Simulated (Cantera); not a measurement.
Mixture: CH4 : O2 : N2 = 1 : 4 : 10 (molar parts), at 101000 Pa, adiabatic and at constant volume. Ignition delay is the time to a rise of 400 K.

Model: GRI-Mech 3.0 (53 species, 325 reactions), integrated in Cantera.

**Question.** What does this change do: pressure from 101000 Pa to 570000 Pa?

**Answer.** 
```tsv
quantity	before	after
delay at 1025 K	0.345 s	57.2 ms
delay at 1125 K	66.3 ms	12.0 ms
delay at 1225 K	15.2 ms	3.14 ms
delay at 1325 K	4.13 ms	0.951 ms
delay at 1425 K	1.35 ms	0.329 ms
delay at 1525 K	0.533 ms	0.129 ms
apparent activation energy between 1325 and 1525 K	170 kJ/mol	170 kJ/mol
```

**Question.** What does this change do: pressure from 101000 Pa to 710000 Pa?

**Answer.** 
```
quantity                                                before       after
--------------------------------------------------  ----------  ----------
delay at 1025 K                                        0.345 s     45.7 ms
delay at 1125 K                                        66.3 ms     9.57 ms
delay at 1225 K                                        15.2 ms     2.53 ms
delay at 1325 K                                        4.13 ms    0.777 ms
delay at 1425 K                                        1.35 ms    0.272 ms
delay at 1525 K                                       0.533 ms    0.107 ms
apparent activation energy between 1325 and 1525 K  170 kJ/mol  170 kJ/mol
```
